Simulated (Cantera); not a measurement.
Input: 1 mol Fe2O3, 42 mol H2, 0.04 mol H2O, equilibrated at 1825 °C and 75.0 Torr.

Cantera equilibrium calculation (NASA polynomials, part measured and part estimated; ideal gas, pure solids and liquids). Candidate condensed phases: Fe, FeO, Fe(OH)2, Fe(OH)3, Fe2O3, Fe3O4, H2O; 12 gas species. Rates play no part.

Base state: H2 0.909, H2O 0.0711, Fe 0.0104, H 0.00929, OH 8.62e-5, FeO 2.03e-5 (mole fractions); condensed: Fe(l).

Question: What changes in the equilibrium state with this change: pressure from 75.0 Torr to 9.00 Torr?

Answer: 
```csv
species,before,after
H2,0.909,0.861
H2O,0.0711,0.0678
Fe,0.0104,0.0447
H,0.00929,0.0261
FeO,2.03e-5,8.79e-5
OH,8.62e-5,0.000244
"Fe(l), mol",1.56,0
```

Question: What changes in the equilibrium state with this change: temperature from 1825 °C to 1402 °C?

Answer: 
```json
[
 {"species": "H2", "before": "0.909", "after": "0.927"},
 {"species": "H2O", "before": "0.0711", "after": "0.0723"},
 {"species": "H", "before": "0.00929", "after": "0.000354"},
 {"species": "Fe", "before": "0.0104", "after": "4.15e-5"},
 {"species": "FeO", "before": "2.03e-5", "after": "2.53e-8"},
 {"species": "OH", "before": "8.62e-5", "after": "1.33e-6"},
 {"species": "Fe(l), mol", "before": "1.56", "after": "0"},
 {"species": "Fe(δ), mol", "before": "0", "after": "2.00"}
]
```
